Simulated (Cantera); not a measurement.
**Equilibrium for sublimation and decomposition of ceramics: TiC + H2**

A closed system holds: 1 mol TiC, 0.5 mol H2, held at 1575 °C and 0.0470 bar.

Method: chemical equilibrium by Gibbs-energy minimisation in Cantera with the NASA 1993 tables (ideal gas, pure condensed phases). Candidate condensed phases: C, C6H6, C7H8, C8H18, Ti, TiC; 77 gas species. TiC: taken at fixed stoichiometry. Kinetics and transport are ignored.

The x(H2) comes out as 0.998, the x(H) is 0.00244 and the n(TiC(s)) is 1.00 mol. The gas amount comes out as 0.5006 mol, the log10 activity of Ti(β) (absent) is -2.18 and the log10 activity of C(graphite) (absent) comes out as -2.36.
